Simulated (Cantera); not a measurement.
Input (Python, Cantera) and output of one run.

```python
import numpy as np
import cantera as ct

gas_names = """
    CS2
""".split()
cond_names = """
    C(gr) NiS2(s) NiS2(L) Ni3S4(s)
""".split()


# ... load() reads the species with a 1 bar reference pressure and builds the phases ...
species = {s.name: s for s in load("nasa_gas.yaml", gas_names) + load("nasa_condensed.yaml", cond_names)}
# Each term lists the table entries of one substance; the one whose range holds T is used.
reactions = {
    'C + 3 NiS2 = Ni3S4 + CS2(g)':
        [(-1, ['C(gr)']), (-3, ['NiS2(s)', 'NiS2(L)']), (1, ['Ni3S4(s)']), (1, ['CS2'])],
}


def pick(names, T):
    return next(species[n] for n in names if species[n].thermo.min_temp <= T <= species[n].thermo.max_temp)


results = []
for label, terms in reactions.items():
    print(label)
    print("     T/K   dH/kJ  dS/(J/K)   dG/kJ   log10 K")
    for T in [423, 473, 523, 573]:
        used = [(nu, pick(names, T)) for nu, names in terms]
        dH = sum(nu * s.thermo.h(T) for nu, s in used) / 1e6
        dS = sum(nu * s.thermo.s(T) for nu, s in used) / 1e3
        dG = dH - T * dS / 1e3
        logK = -dG * 1e6 / (ct.gas_constant * T * np.log(10))
        results.append((label, T, dH, dS, dG, logK, [s.name for _, s in used]))
        print(f"{T:8g} {dH:8.1f} {dS:8.1f} {dG:8.1f} {logK:8.2f}")
```

Output:

```
C + 3 NiS2 = Ni3S4 + CS2(g)
     T/K   dH/kJ  dS/(J/K)   dG/kJ   log10 K
     423    209.4    201.2    124.3   -15.35
     473    209.6    201.5    114.2   -12.62
     523    209.9    202.2    104.2   -10.40
     573    210.5    203.3     94.0    -8.57
```

Cantera with NASA thermochemical tables; ideal gases at 1 bar, condensed phases pure. Condensed species are held in their standard states even where they would react or evaporate.
